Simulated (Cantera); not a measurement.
Cantera run:

```python
import numpy as np
import cantera as ct

gas_names = """
    Br2 Mg
""".split()
cond_names = """
    MgBr2(s) MgBr2(L)
""".split()


# ... load() reads the species with a 1 bar reference pressure and builds the phases ...
species = {s.name: s for s in load("nasa_gas.yaml", gas_names) + load("nasa_condensed.yaml", cond_names)}
# Each term lists the table entries of one substance; the one whose range holds T is used.
reactions = {
    'MgBr2 = Br2(g) + Mg(g)':
        [(-1, ['MgBr2(s)', 'MgBr2(L)']), (1, ['Br2']), (1, ['Mg'])],
}


def pick(names, T):
    return next(species[n] for n in names if species[n].thermo.min_temp <= T <= species[n].thermo.max_temp)


results = []
for label, terms in reactions.items():
    print(label)
    print("     T/K   dH/kJ  dS/(J/K)   dG/kJ   log10 K")
    for T in [300, 750, 850, 950, 1050, 1150, 1250]:
        used = [(nu, pick(names, T)) for nu, names in terms]
        dH = sum(nu * s.thermo.h(T) for nu, s in used) / 1e6
        dS = sum(nu * s.thermo.s(T) for nu, s in used) / 1e3
        dG = dH - T * dS / 1e3
        logK = -dG * 1e6 / (ct.gas_constant * T * np.log(10))
        results.append((label, T, dH, dS, dG, logK, [s.name for _, s in used]))
        print(f"{T:8g} {dH:8.1f} {dS:8.1f} {dG:8.1f} {logK:8.2f}")
```

Result:

```
MgBr2 = Br2(g) + Mg(g)
     T/K   dH/kJ  dS/(J/K)   dG/kJ   log10 K
     300    702.2    276.9    619.2  -107.81
     750    692.4    257.4    499.3   -34.78
     850    689.8    254.2    473.8   -29.11
     950    687.0    251.1    448.5   -24.66
    1050    643.7    207.1    426.2   -21.20
    1150    639.1    202.9    405.7   -18.43
    1250    634.5    199.1    385.6   -16.11
```

Cantera with NASA thermochemical tables; ideal gases at 1 bar, condensed phases pure. Condensed species are held in their standard states even where they would react or evaporate.
